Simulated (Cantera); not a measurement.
Feed: 1 mol Si, 4.6 mol HF, 3.5 mol H2, 5.7 mol NF3, held at 1525 K and 0.503 Torr.

These are equilibrium values from Cantera (NASA tables, ideal gas, pure condensed phases), not measurements of a reactor. Candidate condensed phases: Si, Si3N4; 37 gas species. The numbers say what is thermodynamically allowed, not how fast it happens.

Base state: HF 0.538, F 0.283, N2 0.132, SiF4 0.0464 (mole fractions); condensed: gas only.

Question: What changes in the equilibrium state with this change: temperature from 1525 K to 823 K?

Answer: 
| species | before | after |
|---|---|---|
| HF | 0.538 | 0.585 |
| N2 | 0.132 | 0.144 |
| F | 0.283 | 0.134 |
| F2 | 5.80e-6 | 0.0870 |
| SiF4 | 0.0464 | 0.0504 |
| NF3 | <1e-9 | 7.63e-5 |
